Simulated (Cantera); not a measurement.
Cantera run, input and output.

```python
import numpy as np
import cantera as ct

gas = ct.Solution("h2o2.yaml")
gas.TPX = 550, 30000, {'H2': 1, 'O2': 0.758, 'N2': 2.85}
flame = ct.FreeFlame(gas, width=0.093)
flame.set_refine_criteria(ratio=3, slope=0.08, curve=0.16)
flame.transport_model = "unity-Lewis-number"
flame.solve(loglevel=0, auto=True)
z, T = flame.grid, flame.T
thick = (T[-1] - T[0]) / np.gradient(T, z).max()
show = ['H2', 'O2', 'OH', 'H', 'HO2', 'H2O']
print(f"laminar burning velocity  {flame.velocity[0] * 100:.3f} cm/s")
print(f"burnt temperature         {T[-1]:.1f} K")
print(f"thermal thickness         {thick * 1e3:.4f} mm")
print(f"grid points               {len(z)}")
z0 = z[flame.heat_release_rate.argmax()]
print(f"{'z/mm':>9s}{'T/K':>9s}{'u/(m/s)':>9s}" + "".join(f"{s:>11s}" for s in show))
rows = []
for k in (-3, -2, -1.5, -1, -0.5, -0.25, 0, 0.25, 0.5, 1, 2, 4, 8):
    zz = z0 + k * thick
    rows.append([k * thick, np.interp(zz, z, T), np.interp(zz, z, flame.velocity),
                 *(np.interp(zz, z, flame.X[gas.species_index(s)]) for s in show)])
    print(f"{rows[-1][0] * 1e3:9.3f}{rows[-1][1]:9.1f}{rows[-1][2]:9.3f}" + "".join(f"{x:11.3e}" for x in rows[-1][3:]))
```

Result:

```
laminar burning velocity  284.736 cm/s
burnt temperature         2128.7 K
thermal thickness         1.4389 mm
grid points               125
     z/mm      T/K  u/(m/s)         H2         O2         OH          H        HO2        H2O
   -4.317    550.0    2.847  2.170e-01  1.645e-01  1.581e-14  8.201e-14  7.491e-10  1.860e-08
   -2.878    550.0    2.847  2.170e-01  1.645e-01  1.566e-12  8.119e-12  1.670e-08  4.170e-07
   -2.158    550.0    2.847  2.170e-01  1.645e-01  2.826e-11  1.472e-10  1.321e-07  3.332e-06
   -1.439    550.5    2.850  2.170e-01  1.645e-01  1.515e-09  9.173e-09  2.271e-06  5.887e-05
   -0.719    579.1    2.993  2.137e-01  1.629e-01  1.429e-05  5.156e-05  8.410e-05  3.664e-03
   -0.360    763.7    3.901  1.871e-01  1.509e-01  3.605e-04  3.674e-03  7.834e-05  3.073e-02
    0.000   1137.5    5.676  9.232e-02  1.087e-01  3.167e-03  3.340e-02  3.494e-05  1.145e-01
    0.360   1389.6    6.814  2.945e-02  7.574e-02  8.128e-03  4.604e-02  1.935e-05  1.726e-01
    0.719   1517.4    7.368  2.145e-02  6.915e-02  1.040e-02  3.754e-02  1.481e-05  1.859e-01
    1.439   1659.0    7.966  1.890e-02  6.614e-02  1.249e-02  2.571e-02  1.126e-05  1.960e-01
    2.878   1797.9    8.538  1.545e-02  6.386e-02  1.368e-02  1.552e-02  8.185e-06  2.065e-01
    5.755   1922.8    9.041  1.105e-02  6.218e-02  1.342e-02  7.920e-03  5.477e-06  2.172e-01
   11.511   2021.2    9.430  6.674e-03  6.130e-02  1.160e-02  3.285e-03  3.427e-06  2.267e-01
```

Cantera simulation using the H2/O2 subset of GRI-Mech 3.0, which has no nitrogen chemistry; the numbers are that mechanism's predictions, not measurements. Unity Lewis numbers drop preferential diffusion, which matters most where H2 and H carry the flame. Burning velocities carry a grid error of a few per cent, more on coarse grids. Lean hydrogen flames are cellular in practice and burn faster than this planar one.
